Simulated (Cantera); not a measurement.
An isothermal, constant-pressure homogeneous reactor starts with CH4 : H2 : O2 = 0.0022 : 1 : 0.0014 (molar parts), equivalence ratio 360, at 2975 K and 0.0210 bar.

Model: GRI-Mech 3.0 (53 species, 325 reactions), integrated in Cantera. Radical loss at walls, strong at low pressure, is not modelled.

x: mole fraction; the columns are a selection and need not sum to one.

```json
[
 {"t (s)": "2.00e-6", "x CH4": "0.00216", "x H2": "0.996", "x O2": "0.00139", "x OH": "2.21e-7", "x HCO": "1.55e-11", "x H2O": "3.00e-7"},
 {"t (s)": "9.57e-6", "x CH4": "0.00210", "x H2": "0.996", "x O2": "0.00138", "x OH": "1.10e-6", "x HCO": "1.97e-10", "x H2O": "9.98e-6"},
 {"t (s)": "4.58e-5", "x CH4": "0.00202", "x H2": "0.994", "x O2": "0.00131", "x OH": "3.15e-6", "x HCO": "4.38e-9", "x H2O": "0.000150"},
 {"t (s)": "0.000219", "x CH4": "0.00173", "x H2": "0.983", "x O2": "0.000538", "x OH": "1.19e-5", "x HCO": "2.03e-8", "x H2O": "0.00168"},
 {"t (s)": "0.00105", "x CH4": "[?]", "x H2": "0.951", "x O2": "[?]", "x OH": "[?]", "x HCO": "[?]", "x H2O": "[?]"},
 {"t (s)": "0.00501", "x CH4": "7.06e-5", "x H2": "0.892", "x O2": "5.99e-9", "x OH": "8.48e-5", "x HCO": "2.42e-8", "x H2O": "0.00222"},
 {"t (s)": "0.0240", "x CH4": "2.15e-6", "x H2": "0.752", "x O2": "5.39e-9", "x OH": "7.36e-5", "x HCO": "9.40e-9", "x H2O": "0.000694"},
 {"t (s)": "0.115", "x CH4": "<1e-12", "x H2": "0.485", "x O2": "1.46e-8", "x OH": "9.71e-5", "x HCO": "2.46e-9", "x H2O": "0.000283"},
 {"t (s)": "0.548", "x CH4": "<1e-12", "x H2": "0.376", "x O2": "2.23e-8", "x OH": "0.000106", "x HCO": "1.55e-9", "x H2O": "0.000197"},
 {"t (s)": "2.62", "x CH4": "<1e-12", "x H2": "0.376", "x O2": "2.24e-8", "x OH": "0.000106", "x HCO": "1.54e-9", "x H2O": "0.000197"},
 {"t (s)": "12.5", "x CH4": "<1e-12", "x H2": "0.376", "x O2": "2.24e-8", "x OH": "0.000106", "x HCO": "1.54e-9", "x H2O": "0.000197"},
 {"t (s)": "60.0", "x CH4": "<1e-12", "x H2": "0.376", "x O2": "2.24e-8", "x OH": "0.000106", "x HCO": "1.54e-9", "x H2O": "0.000197"}
]
```

### Question
What belongs in the gaps?

### Answer

- 0.00105, x CH4: 0.000958
- 0.00105, x O2: 1.33e-9
- 0.00105, x OH: 4.02e-5
- 0.00105, x HCO: 4.05e-8
- 0.00105, x H2O: 0.00266
